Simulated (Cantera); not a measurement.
## Premixed flame

A freely propagating, adiabatic, planar premixed flame of 13.9 % CO, 5.58 % H2, 2.37 % CH4, 16.5 % O2, 61.6 % N2, unburnt at 325 K and 97.5 Torr; mixture-averaged transport, grid criteria slope 0.08 and curve 0.16, no radiation.

Computed with Cantera and GRI-Mech 3.0 (53 species, 325 reactions). Burning velocities carry a grid error of a few per cent, more on coarse grids.

```csv
z (mm),T (K),u (m/s),x CO,x H2,x CH4,x CO2,x CH2CO,x NO
-11.6,325,0.994,0.139,0.0558,0.0237,<1e-8,<1e-8,<1e-8
-7.76,325,0.994,0.139,0.0558,0.0237,<1e-8,<1e-8,<1e-8
-5.82,325,0.994,0.139,0.0557,0.0237,<1e-8,<1e-8,<1e-8
-3.88,325,0.994,0.140,0.0551,0.0237,4.15e-7,<1e-8,<1e-8
-1.94,388,1.18,0.139,0.0500,0.0236,0.00136,<1e-8,<1e-8
-0.970,691,2.09,0.132,0.0407,0.0201,0.0101,6.32e-8,4.19e-8
0,1132,3.42,0.124,0.0265,0.00533,0.0315,3.48e-7,3.78e-7
0.970,1335,4.01,0.100,0.0129,0.000129,0.0632,<1e-8,1.44e-6
1.94,1421,4.23,0.0783,0.00971,1.15e-6,0.0877,<1e-8,3.01e-6
3.88,1524,4.49,0.0570,0.0102,<1e-8,0.112,<1e-8,6.35e-6
7.76,1634,4.77,0.0493,0.0103,<1e-8,0.121,<1e-8,1.18e-5
15.5,1751,5.07,0.0476,0.00915,<1e-8,0.124,<1e-8,1.91e-5
31.1,1870,5.37,0.0438,0.00758,<1e-8,0.130,<1e-8,2.92e-5
```
x: mole fraction of selected species; z is measured from the peak of heat release.

```yaml
laminar_burning_velocity: 99.4 cm/s
thermal_thickness: 3.88 mm
peak x(CH2CO): 3.61e-7
grid_points: 183
```
